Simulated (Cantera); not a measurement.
Mixture: CH4 : O2 : N2 = 1 : 1.25 : 4 (molar parts), at 1000000 Pa, adiabatic and at constant pressure. Ignition delay is the time to a rise of 400 K.

Detailed kinetics in Cantera: GRI-Mech 3.0 (53 species, 325 reactions).

| quantity | before | after |
|---|---|---|
| delay at 1000 K | 90.0 ms | 0.122 s |
| delay at 1075 K | 28.0 ms | 38.9 ms |
| delay at 1150 K | 10.0 ms | 14.1 ms |
| delay at 1225 K | 3.89 ms | 5.53 ms |
| delay at 1300 K | 1.62 ms | 2.31 ms |
| delay at 1375 K | 0.712 ms | 1.02 ms |
| delay at 1450 K | 0.328 ms | 0.466 ms |
| apparent activation energy between 1300 and 1450 K | 170 kJ/mol | 170 kJ/mol |

Problem. What was changed between the two runs?
A) O2 1.25 to 0.98 parts
B) pressure from 1000000 Pa to 100000 Pa
C) constant volume in place of constant pressure
D) CH4 1 to 0.64 parts

Solution. A, O2 1.25 to 0.98 parts
